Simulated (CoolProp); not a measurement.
n-heptane at several states: density (kg/m³) from the reference equation and from simpler models built on Tc = 268.1 °C, pc = 2774 kPa, ω = 0.349; each cubic takes its own stable root.

The numbers come from the reference Helmholtz-energy equation of state, Span 2003 in CoolProp. It is a short technical equation, of lower accuracy than the large ones.

```tsv
T (°C)	p (kPa)	phase	reference	van der Waals	Redlich-Kwong	Soave-Redlich-Kwong	Peng-Robinson
74.75	4470	liquid	642.3	383.9	553.2	576.0	649.1
189.55	14300	liquid	559.8	369.3	497.8	510.2	572.3
287.95	208	gas	4.575	4.562	4.574	4.572	4.585
326.05	72	gas	1.457	1.457	1.458	1.457	1.458
```
